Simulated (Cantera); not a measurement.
Mixture: 10.2 % CH₄, 1.02 % C₂H₆, 13.3 % O₂, 75.5 % N₂, equivalence ratio 1.8, at 1.00 bar, adiabatic and at constant volume. Ignition delay is the time to a rise of 400 K.

Model: GRI-Mech 3.0 (53 species, 325 reactions), integrated in Cantera.

Predict: delay at 1000 K; delay at 1150 K; delay at 1300 K; delay at 1450 K; apparent activation energy between 1375 and 1525 K.


| Property | Value |
|---|---|
| delay at 1000 K | 0.134 s |
| delay at 1150 K | 16.8 ms |
| delay at 1300 K | 3.36 ms |
| delay at 1450 K | 0.709 ms |
| apparent activation energy between 1375 and 1525 K | 170 kJ/mol |
